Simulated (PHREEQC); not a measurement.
Make-up at 25 °C: 2.7 mmol/kgw NaH2PO4 and 15 mmol/kgw Na2HPO4. Closed to the air; pH follows from the charge balance.

Equilibrium calculation in PHREEQC: ion-association model, phreeqc.dat.

The ionic strength comes out as 0.0468 mol/kgw. What activity coefficients do Na+, HPO4-2, H2PO4-, NaHPO4- get?

Na+ 0.83, HPO4-2 0.47, H2PO4- 0.83, NaHPO4- 0.83.

Precipitation was switched off in this run. Species that the database lacks are ignored.
